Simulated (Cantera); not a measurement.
**CH3Cl + H2 (fluorocarbon and chlorocarbon gases)**

Charge: 1 mol CH3Cl, 8.8 mol H2, at 0.133 bar.

Method: chemical equilibrium by Gibbs-energy minimisation in Cantera with the NASA 1993 tables (ideal gas, pure condensed phases). Candidate condensed phases: C, C6H6, C7H8, C8H18; 91 gas species. Equilibrium is a limit: real reactors are often held back by kinetics, nucleation or transport.

```
T (°C)   x H2       x H     x CH4   x HCl  x C2H2 (acetylene)      x Cl  n C(graphite)
------  -----  --------  --------  ------  ------------------  --------  -------------
377     0.796    <1e-12     0.102   0.102              <1e-12    <1e-12              0
577     0.843  5.15e-11    0.0590  0.0981            8.04e-12  6.01e-12          0.399
777     0.901   2.11e-8   0.00619  0.0932             3.73e-9   1.99e-9          0.934
977     0.906   1.26e-6   0.00120  0.0927             2.28e-7   1.10e-7          0.987
1177    0.907   2.47e-5  0.000362  0.0926             4.42e-6   2.05e-6          0.996
1377    0.907  0.000237  0.000146  0.0926             4.14e-5   1.90e-5          0.998
1577    0.906   0.00140   7.16e-5  0.0924            0.000237  0.000109          0.994
1777    0.901   0.00590   4.03e-5  0.0919            0.000956  0.000445          0.979
1977    0.886    0.0191   2.48e-5  0.0902             0.00297   0.00141          0.935
2177    0.852    0.0508   1.58e-5  0.0864             0.00743   0.00366          0.832
2377    0.784     0.114   9.79e-6  0.0789              0.0154   0.00799          0.633
2577    0.671     0.218   5.54e-6  0.0667              0.0264    0.0149          0.281
2777    0.526     0.365   2.34e-6  0.0504              0.0277    0.0237              0
```
x: gas mole fraction; n: condensed amount in mol.

At 377 °C nothing is condensed. From 577 °C to 2577 °C the condensed part is C(graphite). At 2777 °C nothing is condensed. The main C-bearing gas is CH4 at 377 °C and C2H2 (acetylene) at 2777 °C.
